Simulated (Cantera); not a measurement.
Input: 1 mol toluene, 0.082 mol O2, at 2175 °C and 1.33 mbar.

Method: chemical equilibrium by Gibbs-energy minimisation in Cantera with the NASA 1993 tables (ideal gas, pure condensed phases). Candidate condensed phases: C, C6H6, C7H8, C8H18, H2O; 110 gas species. Kinetics and transport are ignored.

Base state: H2 0.556, H 0.407, CO 0.0314, C2H2 (acetylene) 0.00481, C2H 0.000226, C3 0.000163, C 6.03e-5, C4H2 1.72e-5 (mole fractions); condensed: C(graphite).

Question: What changes in the equilibrium state with this change: O2 from 0.082 to 1.8 mol?

Answer: 
```csv
species,before,after
CO,0.0314,0.403
H,0.407,0.297
H2,0.556,0.297
C2H2 (acetylene),0.00481,0.00257
C4H2,1.72e-5,9.16e-6
"C(graphite), mol",6.78,3.35
```

Question: What changes in the equilibrium state with this change: 0.016 mol NH3 added?

Answer: 
| species | before | after |
|---|---|---|
| H2 | 0.556 | 0.555 |
| H | 0.407 | 0.406 |
| CO | 0.0314 | 0.0311 |
| HCN | 0 | 0.00129 |
| N2 | 0 | 0.000778 |
| HNC | 0 | 0.000142 |
| CN | 0 | 5.07e-5 |
| C2H2 (acetylene) | 0.00481 | 0.00480 |
| C4H2 | 1.72e-5 | 1.71e-5 |
| C2H | 0.000226 | 0.000226 |
| C(graphite), mol | 6.78 | 6.77 |
